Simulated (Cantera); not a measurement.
Input (Python, Cantera):

```python
import numpy as np
import cantera as ct

gas = ct.Solution("gri30.yaml")
gas.TPX = 1225, 15000, {'CO': 0.012, 'O2': 0.073, 'H2O': 0.059, 'N2': 1}
reactor = ct.IdealGasConstPressureReactor(gas, energy="off", clone=False)
net = ct.ReactorNet([reactor])
net.rtol, net.atol = 1e-08, 1e-18
show = ['CO', 'O2', 'H2O', 'H2O2', 'OH', 'O']
times = np.geomspace(5e-05, 30, 9)

steps = ct.SolutionArray(gas, extra=["t"])
rows = []
print(f"{'t/s':>10s}{'T/K':>9s}{'P/Pa':>11s}" + "".join(f"{s:>11s}" for s in show))
for t in times:
    while net.time < t:
        t_next = net.step()
        steps.append(gas.state, t=t_next)
    rows.append([np.interp(t, steps.t, y) for y in (steps.T, steps.P, *steps(*show).X.T)])
    print(f"{t:10.3e}{rows[-1][0]:9.1f}{rows[-1][1]:11.4g}" + "".join(f"{x:11.3e}" for x in rows[-1][2:]))
rate = np.gradient(steps.T, steps.t)
print("integrator steps:", len(steps.t))
if steps.T.max() > steps.T[0] + 200:
    print(f"time of steepest temperature rise: {steps.t[rate.argmax()]:.4e} s")
gas.TPX = 1225, 15000, {'CO': 0.012, 'O2': 0.073, 'H2O': 0.059, 'N2': 1}
gas.equilibrate("TP")
print(f"equilibrium (TP): T = {gas.T:.1f} K  " + "  ".join(f"{s} {gas[s].X[0]:.3e}" for s in show))
```

Result:

```
       t/s      T/K       P/Pa         CO         O2        H2O       H2O2         OH          O
 5.000e-05   1225.0    1.5e+04  1.049e-02  6.381e-02  5.157e-02  1.269e-15  4.264e-11  3.529e-10
 2.638e-04   1225.0    1.5e+04  1.049e-02  6.381e-02  5.157e-02  3.294e-14  6.930e-10  1.745e-09
 1.392e-03   1225.0    1.5e+04  1.049e-02  6.381e-02  5.157e-02  1.531e-12  2.963e-08  2.944e-08
 7.341e-03   1225.0    1.5e+04  7.429e-03  6.201e-02  5.074e-02  2.858e-07  5.552e-04  8.878e-04
 3.873e-02   1225.0    1.5e+04  8.689e-05  5.886e-02  5.173e-02  9.616e-08  1.579e-04  5.470e-05
 2.043e-01   1225.0    1.5e+04  1.906e-06  5.887e-02  5.183e-02  8.834e-09  3.227e-05  2.218e-06
 1.078e+00   1225.0    1.5e+04  4.506e-08  5.887e-02  5.184e-02  1.073e-09  1.009e-05  2.167e-07
 5.687e+00   1225.0    1.5e+04  5.808e-09  5.887e-02  5.184e-02  2.218e-10  4.413e-06  4.152e-08
 3.000e+01   1225.0    1.5e+04  3.520e-09  5.887e-02  5.184e-02  1.459e-10  3.533e-06  2.664e-08
integrator steps: 1586
equilibrium (TP): T = 1225.0 K  CO 3.509e-09  O2 5.881e-02  H2O 5.184e-02  H2O2 1.453e-10  OH 3.525e-06  O 2.652e-08
```

Computed with Cantera and GRI-Mech 3.0 (53 species, 325 reactions).
